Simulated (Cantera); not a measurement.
Feed: 1 mol C₂F₆, 0.085 mol HCl, 0.25 mol H₂, held at 2723 K and 0.00120 bar.

These are equilibrium values from Cantera (NASA tables, ideal gas, pure condensed phases), not measurements of a reactor. Candidate condensed phases: C, C₆H₆, C₇H₈, C₈H₁₈; 118 gas species. The feed counts by its element totals alone. Equilibrium is a limit: real reactors are often held back by kinetics, nucleation or transport.

Base state: F 0.806, HF 0.0954, CF 0.0492, CF₂ 0.0211, Cl 0.0140, C₃ 0.00992, C 0.00231, H 0.00135 (mole fractions); condensed: C(graphite).

Q: What changes in the equilibrium state with this change: temperature from 2723 K to 2923 K?

A: 
```csv
species,before,after
F,0.806,0.744
HF,0.0954,0.0798
C₃,0.00992,0.0653
CF₂,0.0211,0.00495
C,0.00231,0.0166
CF,0.0492,0.0610
Cl,0.0140,0.0127
CF₃,1.35e-5,9.71e-7
C₄,1.41e-5,0.000147
"C(graphite), mol",1.37,0
```
